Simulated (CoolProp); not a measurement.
Vapour-liquid equilibrium of cyclohexane (1) + n-heptane (2) at 82.65 °C; x and y are mole fractions of (1).

Model: multi-fluid Helmholtz-energy mixture model, Zhou 2014 and Span 2003; pair parameters Bell 2016, in CoolProp.

```json
[
 {"x": "0.05", "bubble pressure (bar)": "0.6468", "y at the bubble point": "0.084", "dew pressure at overall composition x (bar)": "0.6369", "liquid density (mol/L)": "6.362"},
 {"x": "0.2", "bubble pressure (bar)": "0.7186", "y at the bubble point": "0.302", "dew pressure at overall composition x (bar)": "0.6832", "liquid density (mol/L)": "6.630"},
 {"x": "0.35", "bubble pressure (bar)": "0.7891", "y at the bubble point": "0.480", "dew pressure at overall composition x (bar)": "0.7364", "liquid density (mol/L)": "6.922"},
 {"x": "0.5", "bubble pressure (bar)": "0.8578", "y at the bubble point": "0.629", "dew pressure at overall composition x (bar)": "0.7977", "liquid density (mol/L)": "7.238"},
 {"x": "0.65", "bubble pressure (bar)": "0.9245", "y at the bubble point": "0.756", "dew pressure at overall composition x (bar)": "0.8683", "liquid density (mol/L)": "7.583"},
 {"x": "0.8", "bubble pressure (bar)": "0.9893", "y at the bubble point": "0.867", "dew pressure at overall composition x (bar)": "0.9494", "liquid density (mol/L)": "7.962"},
 {"x": "0.95", "bubble pressure (bar)": "1.053", "y at the bubble point": "0.968", "dew pressure at overall composition x (bar)": "1.041", "liquid density (mol/L)": "8.377"}
]
```

No azeotrope shows between x = 0.05 and 0.95.

Pair parameters are fitted to limited data, so mixtures are less certain than the pure fluids.
